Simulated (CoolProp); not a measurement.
Dimethyl carbonate along the isobar 21.4 MPa: fugacity coefficient from the reference equation and from simpler models built on Tc = 557.0 K, pc = 4.909 MPa, ω = 0.346; each cubic takes its own stable root.

The numbers come from the reference Helmholtz-energy equation of state, Zhou 2011 in CoolProp.

```tsv
T (K)	phase	reference	van der Waals	Redlich-Kwong	Soave-Redlich-Kwong	Peng-Robinson
480.9	liquid	0.1030	(withheld)	0.1399	(withheld)	0.1030
495.8	liquid	0.1261	0.2359	0.1629	0.1386	0.1262
510.7	liquid	(withheld)	0.2565	0.1874	0.1669	0.1520
525.6	liquid	0.1798	0.2774	0.2129	0.1977	0.1802
540.5	liquid	0.2100	0.2985	0.2395	0.2308	0.2104
555.4	liquid	0.2420	0.3198	0.2667	0.2658	0.2425
570.2	supercritical	(withheld)	0.3410	(withheld)	0.3021	0.2757
585.1	supercritical	0.3101	0.3624	0.3224	0.3397	0.3103
600	supercritical	0.3455	0.3837	0.3506	(withheld)	0.3455
```

**Question.** Complete the blanks.

**Answer.** 
- 480.9, van der Waals: 0.2156
- 480.9, Soave-Redlich-Kwong: 0.1131
- 510.7, reference: 0.1518
- 570.2, reference: 0.2754
- 570.2, Redlich-Kwong: 0.2943
- 600, Soave-Redlich-Kwong: 0.3780
